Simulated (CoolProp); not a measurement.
Saturation properties of n-perfluorohexane (Tc = 448.0 K, pc = 1.742 MPa, ω = 0.497).

Values from CoolProp's reference Helmholtz-energy equation of state, Gao 2022.

```
T (K)   p (MPa)  liquid density (kg/m³)  enthalpy of vaporisation (kJ/kg)
-----  --------  ----------------------  --------------------------------
242.7  0.001244                    1831                                 ?
261.2  0.004327                    1780                             102.3
279.8         ?                       ?                             97.73
298.3   0.02961                       ?                             93.08
316.9         ?                    1620                                 ?
335.4    0.1201                    1562                                 ?
354      0.2121                       ?                             77.31
372.5    0.3493                    1429                             70.97
391.1    0.5468                    1347                             63.57
```

Question: Some entries are withheld; supply them.

Answer: 
- 242.7, enthalpy of vaporisation (kJ/kg): 106.9
- 279.8, p (MPa): 0.01231
- 279.8, liquid density (kg/m³): 1728
- 298.3, liquid density (kg/m³): 1676
- 316.9, p (MPa): 0.06290
- 316.9, enthalpy of vaporisation (kJ/kg): 88.19
- 335.4, enthalpy of vaporisation (kJ/kg): 83.00
- 354, liquid density (kg/m³): 1499

It boils at 330.3 K under 1 atm.
